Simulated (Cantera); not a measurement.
**Boron, boron nitride and boron oxide: B2H6 + H2O + N2**

Input: 1 mol B2H6, 0.32 mol H2O, 1.2 mol N2, equilibrated at 1748.15 K and 30.0 Pa.

These are equilibrium values from Cantera (NASA tables, ideal gas, pure condensed phases), not measurements of a reactor. Candidate condensed phases: B, BN, B2O3, B3O3H3, H2O; 39 gas species. The feed counts by its element totals alone. The tables' values for BH2 are old estimates; treat these amounts as uncertain. Rates play no part.

The x(H2) is 0.825, the x(N2) is 0.0924 and the x(HBO) comes out as 0.0463. The x(BO) is 0.0127, the x(H) is 0.0120 and the x(B2O2) is 0.0109. The x(B2O3) is 0.000355. The x(HBO2) is 0.000194 and the x(B2O) is 2.13e-5. The n(BN(s)) is 1.68 mol and the gas amount is 3.886 mol. The log10 activity of B(s) (absent) is -0.62 and the log10 activity of B3O3H3(s) (absent) is -16.35.
